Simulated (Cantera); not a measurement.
An adiabatic, constant-volume homogeneous reactor starts with CH4 : C2H6 : O2 : N2 = 1 : 0.042 : 6.51 : 24.5 (molar parts), equivalence ratio 0.33, at 1500 K and 7500 Torr.

Model: GRI-Mech 3.0 (53 species, 325 reactions), integrated in Cantera.

Predict: time of steepest temperature rise; temperature at 2.00 s; equilibrium temperature; x(O2) at 2.00 s; x(CO) at 2.00 s; x(OH) at 2.00 s; x(NO) at 2.00 s.


| Property | Value |
|---|---|
| time of steepest temperature rise | 71.2 µs |
| temperature at 2.00 s | 2347 K |
| equilibrium temperature | 2347 K |
| x(O2) at 2.00 s | 0.128 (gas-phase equilibrium 0.128) |
| x(CO) at 2.00 s | 0.000367 (gas-phase equilibrium 0.000367) |
| x(OH) at 2.00 s | 0.00311 (gas-phase equilibrium 0.00311) |
| x(NO) at 2.00 s | 0.0133 (gas-phase equilibrium 0.0133) |
